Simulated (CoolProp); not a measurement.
Vapour-liquid equilibrium of cyclohexane (1) + m-xylene (2) at 149.15 °C; x and y are mole fractions of (1).

Model: multi-fluid Helmholtz-energy mixture model, Zhou 2014 and Zhou 2012; pair parameters Bell 2016, in CoolProp.

| x | bubble pressure, mixture model (MPa) | bubble pressure, Raoult's law (MPa) | y, mixture model | y, Raoult's law |
|---|---|---|---|---|
| 0.05 | 0.1570 | 0.1524 | 0.194 | 0.178 |
| 0.125 | 0.1936 | 0.1833 | 0.388 | 0.371 |
| 0.2 | (withheld) | 0.2142 | 0.518 | 0.508 |
| 0.275 | (withheld) | 0.2451 | 0.611 | 0.610 |
| 0.35 | 0.2946 | 0.2760 | (withheld) | 0.690 |
| 0.425 | (withheld) | 0.3069 | (withheld) | 0.753 |
| 0.5 | 0.3551 | 0.3378 | 0.786 | 0.805 |
| 0.575 | 0.3839 | 0.3687 | 0.826 | 0.848 |
| 0.65 | (withheld) | 0.3996 | 0.861 | 0.885 |
| 0.725 | 0.4400 | 0.4304 | 0.894 | 0.916 |
| 0.8 | 0.4677 | 0.4613 | 0.924 | 0.943 |
| 0.875 | 0.4957 | 0.4922 | 0.953 | 0.967 |
| 0.95 | 0.5243 | 0.5231 | 0.981 | 0.987 |

Q: Complete the blanks.

A: 
- 0.2, bubble pressure, mixture model (MPa): 0.2288
- 0.275, bubble pressure, mixture model (MPa): 0.2624
- 0.35, y, mixture model: 0.682
- 0.425, bubble pressure, mixture model (MPa): 0.3254
- 0.425, y, mixture model: 0.739
- 0.65, bubble pressure, mixture model (MPa): 0.4121

The largest gap from Raoult's law is +7.1 % in bubble pressure, at x = 0.275. No azeotrope shows between x = 0.05 and 0.95.

The pair parameters rest on a limited set of measurements; away from them the model extrapolates.
